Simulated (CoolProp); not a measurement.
Saturation properties of the fluoroketone C6F12O (FK-5-1-12).

Model: reference Helmholtz-energy equation of state, McLinden 2015, in CoolProp.

| T (°C) | p (MPa) | liquid density (kg/m³) | vapour density (kg/m³) |
|---|---|---|---|
| -58.25 | … | 1835 | 0.03416 |
| -46.85 | 0.0005420 | 1804 | 0.09115 |
| -35.45 | 0.001345 | 1773 | 0.2156 |
| -23.95 | 0.003026 | 1742 | 0.4639 |
| -12.55 | 0.006187 | … | 0.9101 |
| -1.15 | 0.01173 | 1679 | 1.662 |
| 10.35 | 0.02094 | 1646 | … |
| 21.75 | 0.03517 | 1612 | 4.675 |
| 33.15 | 0.05630 | 1577 | 7.297 |
| 44.65 | 0.08674 | … | 11.01 |
| 56.05 | … | 1504 | 16.05 |
| 67.45 | 0.1841 | 1465 | 22.78 |
| 78.95 | 0.2574 | 1423 | … |
| 90.35 | … | … | 43.34 |
| 101.75 | 0.4668 | 1331 | 58.42 |

Q: Fill in the missing entries.

A: 
- -58.25, p (MPa): 0.0001930
- -12.55, liquid density (kg/m³): 1711
- 10.35, vapour density (kg/m³): 2.867
- 44.65, liquid density (kg/m³): 1541
- 56.05, p (MPa): 0.1284
- 78.95, vapour density (kg/m³): 31.74
- 90.35, p (MPa): 0.3504
- 90.35, liquid density (kg/m³): 1379

It boils at 49.1 °C under 1 atm.
